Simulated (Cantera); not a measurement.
Input (Python, Cantera):

```python
import numpy as np
import cantera as ct

gas = ct.Solution("gri30.yaml")
gas.TPX = 1148, 100000, {'CO': 0.0061, 'O2': 0.016, 'H2O': 0.0013, 'N2': 1}
reactor = ct.IdealGasConstPressureReactor(gas, energy="off", clone=False)
net = ct.ReactorNet([reactor])
net.rtol, net.atol = 1e-08, 1e-18
show = ['CO', 'O2', 'H2O', 'H2', 'OH', 'NO2', 'HO2']
times = np.geomspace(1e-05, 1, 10)

steps = ct.SolutionArray(gas, extra=["t"])
rows = []
print(f"{'t/s':>10s}{'T/K':>9s}{'P/Pa':>11s}" + "".join(f"{s:>11s}" for s in show))
for t in times:
    while net.time < t:
        t_next = net.step()
        steps.append(gas.state, t=t_next)
    rows.append([np.interp(t, steps.t, y) for y in (steps.T, steps.P, *steps(*show).X.T)])
    print(f"{t:10.3e}{rows[-1][0]:9.1f}{rows[-1][1]:11.4g}" + "".join(f"{x:11.3e}" for x in rows[-1][2:]))
rate = np.gradient(steps.T, steps.t)
print("integrator steps:", len(steps.t))
if steps.T.max() > steps.T[0] + 200:
    print(f"time of steepest temperature rise: {steps.t[rate.argmax()]:.4e} s")
gas.TPX = 1148, 100000, {'CO': 0.0061, 'O2': 0.016, 'H2O': 0.0013, 'N2': 1}
gas.equilibrate("TP")
print(f"equilibrium (TP): T = {gas.T:.1f} K  " + "  ".join(f"{s} {gas[s].X[0]:.3e}" for s in show))
```

Result:

```
       t/s      T/K       P/Pa         CO         O2        H2O         H2         OH        NO2        HO2
 1.000e-05   1148.0      1e+05  5.961e-03  1.563e-02  1.270e-03  1.461e-18  4.736e-14  5.116e-31  2.145e-14
 3.594e-05   1148.0      1e+05  5.961e-03  1.563e-02  1.270e-03  1.091e-16  3.799e-13  3.151e-29  8.150e-14
 1.292e-04   1148.0      1e+05  5.961e-03  1.563e-02  1.270e-03  7.933e-15  3.459e-12  2.230e-27  6.303e-13
 4.642e-04   1148.0      1e+05  5.961e-03  1.563e-02  1.270e-03  3.908e-13  3.049e-11  2.624e-25  1.813e-11
 1.668e-03   1148.0      1e+05  5.961e-03  1.563e-02  1.270e-03  1.351e-11  2.597e-10  1.511e-22  5.396e-10
 5.995e-03   1148.0      1e+05  5.960e-03  1.563e-02  1.270e-03  1.012e-09  8.545e-09  1.046e-18  3.144e-08
 2.154e-02   1148.0      1e+05  4.563e-03  1.489e-02  1.241e-03  1.428e-05  1.506e-05  7.137e-11  2.318e-06
 7.743e-02   1148.0      1e+05  8.675e-04  1.311e-02  1.265e-03  3.340e-06  7.368e-06  1.179e-09  1.167e-06
 2.783e-01   1148.0      1e+05  8.362e-05  1.273e-02  1.272e-03  2.442e-07  2.676e-06  5.226e-09  2.910e-07
 1.000e+00   1148.0      1e+05  4.674e-06  1.269e-02  1.274e-03  1.168e-08  8.836e-07  6.977e-09  2.715e-08
integrator steps: 1160
equilibrium (TP): T = 1148.0 K  CO 2.593e-10  O2 1.267e-02  H2O 1.274e-03  H2 4.677e-11  OH 8.027e-08  NO2 1.912e-07  HO2 1.007e-10
```

Model: GRI-Mech 3.0 (53 species, 325 reactions), integrated in Cantera.
